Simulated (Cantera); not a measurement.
An adiabatic, constant-volume homogeneous reactor starts with CH4 : CO : O2 : N2 : H2O = 1 : 0.18 : 4.1 : 15.4 : 3.4 (molar parts), at 1373 K and 4.93 atm. Integrator tolerance rtol = 1e-08.

Detailed kinetics in Cantera: GRI-Mech 3.0 (53 species, 325 reactions).

Task: What does this change do: pressure from 4.93 atm to 8.09 atm?

Result: 
```tsv
quantity	before	after
time of steepest temperature rise	1.14 ms	0.717 ms
temperature at 0.300 s	2395 K	2402 K
equilibrium temperature	2395 K	2402 K
x(CH4) at 0.300 s	<1e-12 (gas-phase equilibrium <1e-12)	<1e-12 (gas-phase equilibrium <1e-12)
x(CO) at 0.300 s	0.00120 (gas-phase equilibrium 0.00120)	0.000985 (gas-phase equilibrium 0.000985)
x(O2) at 0.300 s	0.0773 (gas-phase equilibrium 0.0773)	0.0773 (gas-phase equilibrium 0.0773)
x(C2H4) at 0.300 s	<1e-12 (gas-phase equilibrium <1e-12)	<1e-12 (gas-phase equilibrium <1e-12)
x(NO) at 0.300 s	0.0104 (gas-phase equilibrium 0.0104)	0.0105 (gas-phase equilibrium 0.0105)
x(OH) at 0.300 s	0.00691 (gas-phase equilibrium 0.00691)	0.00626 (gas-phase equilibrium 0.00626)
```

Task: What does this change do: N2 15.4 to 28 parts?

Result: 
```csv
quantity,before,after
time of steepest temperature rise,1.14 ms,1.81 ms
temperature at 0.300 s,2395 K,2123 K
equilibrium temperature,2395 K,2120 K
x(CH4) at 0.300 s,<1e-12 (gas-phase equilibrium <1e-12),<1e-12 (gas-phase equilibrium <1e-12)
x(CO) at 0.300 s,0.00120 (gas-phase equilibrium 0.00120),0.000176 (gas-phase equilibrium 0.000173)
x(O2) at 0.300 s,0.0773 (gas-phase equilibrium 0.0773),0.0525 (gas-phase equilibrium 0.0520)
x(C2H4) at 0.300 s,<1e-12 (gas-phase equilibrium <1e-12),<1e-12 (gas-phase equilibrium <1e-12)
x(NO) at 0.300 s,0.0104 (gas-phase equilibrium 0.0104),0.00405 (gas-phase equilibrium 0.00514)
x(OH) at 0.300 s,0.00691 (gas-phase equilibrium 0.00691),0.00186 (gas-phase equilibrium 0.00183)
```
